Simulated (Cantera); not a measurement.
# Reactions in the system Al-H-N

Cantera with NASA thermochemical tables; ideal gases at 1 bar, condensed phases pure. Values are per mole of reaction as written; species without (g) are pure solids or liquids, kept so even where they would boil at 1 bar.

N(g) + Al(g) ⇌ AlN

```json
[
 {"T (K)": "300", "ΔH° (kJ)": "-1120.4", "ΔS° (J/K)": "-297.8", "ΔG° (kJ)": "-1031.0", "log10 K": "179.52"},
 {"T (K)": "2173", "ΔH° (kJ)": "-1109.1", "ΔS° (J/K)": "-291.7", "ΔG° (kJ)": "-475.3", "log10 K": "11.42"},
 {"T (K)": "2223", "ΔH° (kJ)": "-1108.6", "ΔS° (J/K)": "-291.4", "ΔG° (kJ)": "-460.7", "log10 K": "10.83"},
 {"T (K)": "2273", "ΔH° (kJ)": "-1108.1", "ΔS° (J/K)": "-291.2", "ΔG° (kJ)": "-446.1", "log10 K": "10.25"},
 {"T (K)": "2323", "ΔH° (kJ)": "-1107.6", "ΔS° (J/K)": "-291.0", "ΔG° (kJ)": "-431.6", "log10 K": "9.70"},
 {"T (K)": "2373", "ΔH° (kJ)": "-1107.1", "ΔS° (J/K)": "-290.8", "ΔG° (kJ)": "-417.0", "log10 K": "9.18"},
 {"T (K)": "2423", "ΔH° (kJ)": "-1106.6", "ΔS° (J/K)": "-290.6", "ΔG° (kJ)": "-402.5", "log10 K": "8.68"}
]
```

Al(g) + NH₃(g) ⇌ AlN + 3 H(g)

| T (K) | ΔH° (kJ) | ΔS° (J/K) | ΔG° (kJ) | log10 K |
|---|---|---|---|---|
| 300 | 52.3 | 7.2 | 50.2 | -8.73 |
| 2173 | 109.0 | 73.9 | -51.6 | 1.24 |
| 2223 | 109.9 | 74.3 | -55.3 | 1.30 |
| 2273 | 110.8 | 74.8 | -59.1 | 1.36 |
| 2323 | 111.8 | 75.2 | -62.8 | 1.41 |
| 2373 | 112.7 | 75.5 | -66.6 | 1.47 |
| 2423 | 113.5 | 75.9 | -70.4 | 1.52 |
